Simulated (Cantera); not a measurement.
A perfectly stirred reactor is fed with H2 : O2 = 0.21 : 1 (molar parts), equivalence ratio 0.10, at 0.0132 atm; it is held at 1050 K, and followed from long to short residence time.

Computed with Cantera and the H2/O2 subset of GRI-Mech 3.0, which has no nitrogen chemistry. Radical loss at walls, strong at low pressure, is not modelled. The temperature is held fixed by assumption; the heat of reaction is taken as removed at once.

What does this change do: temperature 1050 to 1150 K?


| quantity | before | after |
|---|---|---|
| x(H2) at τ = 5.80 s | 0.000302 | 0.000206 |
| x(O2) at τ = 5.80 s | 0.809 | 0.809 |
| x(OH) at τ = 5.80 s | 0.000528 | 0.000925 |
| x(H2O2) at τ = 5.80 s | 2.70e-7 | 2.05e-7 |
| x(H2O) at τ = 5.80 s | 0.189 | 0.189 |
| x(H2) at τ = 0.190 s | 0.00239 | 0.00173 |
| x(O2) at τ = 0.190 s | 0.804 | 0.801 |
| x(OH) at τ = 0.190 s | 0.00177 | 0.00291 |
| x(H2O2) at τ = 0.190 s | 4.33e-7 | 3.77e-7 |
| x(H2O) at τ = 0.190 s | 0.185 | 0.184 |

What does this change do: O2 1 to 2.7 parts?


| quantity | before | after |
|---|---|---|
| x(H2) at τ = 5.80 s | 0.000302 | 0.000150 |
| x(O2) at τ = 5.80 s | 0.809 | 0.924 |
| x(OH) at τ = 5.80 s | 0.000528 | 0.000351 |
| x(H2O2) at τ = 5.80 s | 2.70e-7 | 1.06e-7 |
| x(H2O) at τ = 5.80 s | 0.189 | 0.0745 |
| x(H2) at τ = 0.190 s | 0.00239 | 0.00110 |
| x(O2) at τ = 0.190 s | 0.804 | 0.919 |
| x(OH) at τ = 0.190 s | 0.00177 | 0.00118 |
| x(H2O2) at τ = 0.190 s | 4.33e-7 | 1.75e-7 |
| x(H2O) at τ = 0.190 s | 0.185 | 0.0723 |
